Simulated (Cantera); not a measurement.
What does this Cantera script print?

```python
import numpy as np
import cantera as ct

gas_names = """
    H H2 N NH NH2 NH3 N2 N2H2 N2H4 Zr ZrN
""".split()
cond_names = """
    Zr(a) Zr(b) Zr(L) ZrN(s) ZrN(L)
""".split()


def load(file, names, dense=False):
    # The tables refer to 1 bar. Condensed volumes are neglected.
    table = {s.name: s for s in ct.Species.list_from_file(file)}
    out = []
    for n in names:
        d = dict(table[n].input_data)
        d["thermo"] = dict(d["thermo"], **{"reference-pressure": 1e5})
        if dense:
            d["equation-of-state"] = {"model": "constant-volume", "density": "1e6 g/cm^3"}
        out.append(ct.Species.from_dict(d))
    return out


gas = ct.Solution(thermo="ideal-gas", species=load("nasa_gas.yaml", gas_names))
cond = {s.name: ct.Solution(thermo="fixed-stoichiometry", species=[s], name=s.name)
        for s in load("nasa_condensed.yaml", cond_names, dense=True)}
atoms = {
    'ZrN': {'Zr': 1, 'N': 1},
    'H2': {'H': 2},
}
top_T = {}  # K; cautious upper limits of use, not melting points


def equilibrate(T, P, feed):
    n = {}
    for name, mol in feed.items():
        for a, k in atoms[name].items():
            n[a] = n.get(a, 0.0) + k * mol
    gas.TPX = T, P, n
    mass = sum(n.values()) * gas.mean_molecular_weight
    gas.equilibrate("TP")
    valid = [c for c in cond.values() if c.min_temp <= T <= top_T.get(c.name, c.max_temp)]
    mix = ct.Mixture([(gas, mass / gas.mean_molecular_weight)] + [(c, 0.0) for c in valid])
    mix.T, mix.P = T, P
    mix.equilibrate("TP", solver="vcs", rtol=1e-11, max_steps=5000)
    return mix


results = []
feed = {'ZrN': 1, 'H2': 0.14}  # mol
P = 13332.2  # Pa
for T in [2048, 2148, 2248, 2348, 2448, 2548, 2648, 2748, 2848, 2948, 3048]:
    mix = equilibrate(T, P, feed)
    results.append((T, P, feed, dict(zip(mix.species_names, mix.species_moles))))
    x = sorted(zip(gas.X, gas.species_names), reverse=True)
    print(f"T = {T:g} K  P = {P:g} Pa  gas = {mix.phase_moles(0):.4g} mol")
    print("   x: " + "  ".join(f"{s} {v:.3e}" for v, s in x if v > 1e-05))
    print("   condensed (mol): " + ("  ".join(f"{mix.phase(i).name} {mix.phase_moles(i):.4g}"
          for i in range(1, mix.n_phases) if mix.phase_moles(i) > 1e-12) or "none"))
```

Result:

```
T = 2048 K  P = 13332.2 Pa  gas = 0.1404 mol
   x: H2 9.939e-01  H 6.114e-03
   condensed (mol): ZrN(s) 1
T = 2148 K  P = 13332.2 Pa  gas = 0.1408 mol
   x: H2 9.887e-01  H 1.135e-02
   condensed (mol): ZrN(s) 1
T = 2248 K  P = 13332.2 Pa  gas = 0.1414 mol
   x: H2 9.801e-01  H 1.992e-02
   condensed (mol): ZrN(s) 1
T = 2348 K  P = 13332.2 Pa  gas = 0.1424 mol
   x: H2 9.667e-01  H 3.325e-02
   condensed (mol): ZrN(s) 1
T = 2448 K  P = 13332.2 Pa  gas = 0.1438 mol
   x: H2 9.469e-01  H 5.305e-02  Zr 1.160e-05
   condensed (mol): Zr(L) 6.436e-07  ZrN(s) 1
T = 2548 K  P = 13332.2 Pa  gas = 0.1459 mol
   x: H2 9.187e-01  H 8.119e-02  Zr 3.521e-05  N2 3.426e-05
   condensed (mol): Zr(L) 4.864e-06  ZrN(s) 1
T = 2648 K  P = 13332.2 Pa  gas = 0.1489 mol
   x: H2 8.803e-01  H 1.195e-01  N2 1.307e-04  Zr 9.807e-05
   condensed (mol): Zr(L) 2.435e-05  ZrN(s) 1
T = 2748 K  P = 13332.2 Pa  gas = 0.1531 mol
   x: H2 8.299e-01  H 1.694e-01  N2 4.519e-04  Zr 2.531e-04
   condensed (mol): Zr(L) 9.963e-05  ZrN(s) 0.9999
T = 2848 K  P = 13332.2 Pa  gas = 0.1587 mol
   x: H2 7.664e-01  H 2.316e-01  N2 1.429e-03  Zr 6.103e-04
   condensed (mol): Zr(L) 0.0003569  ZrN(s) 0.9995
T = 2948 K  P = 13332.2 Pa  gas = 0.1663 mol
   x: H2 6.893e-01  H 3.052e-01  N2 4.174e-03  Zr 1.384e-03
   condensed (mol): Zr(L) 0.001158  ZrN(s) 0.9986
T = 3048 K  P = 13332.2 Pa  gas = 0.1767 mol
   x: H2 5.988e-01  H 3.869e-01  N2 1.134e-02  Zr 2.971e-03
   condensed (mol): Zr(L) 0.003484  ZrN(s) 0.996
```

These are equilibrium values from Cantera (NASA tables, ideal gas, pure condensed phases), not measurements of a reactor. Mutual solubility and eutectic melting of coexisting phases are not modelled. ZrN: taken at fixed stoichiometry. Condensed phases not in the tables: N, O or C dissolved in the metal.
